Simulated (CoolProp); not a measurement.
Computed with CoolProp (reference Helmholtz-energy equation of state, Younglove 1994). It is a modified Benedict-Webb-Rubin equation, recast in Helmholtz form.

### Question
For R123, give the phase and the cv (kJ/(kg K)), speed of sound (m/s), conductivity (mW/(m K)), fugacity coefficient at 188.15 °C and 4.27 MPa.

### Answer
- 188.15 °C and 4.27 MPa: supercritical; cv 0.898, speed of sound 116, conductivity 39.8, fugacity coefficient 0.606

Thermal conductivity comes from a separate model (Laesecke 1996).
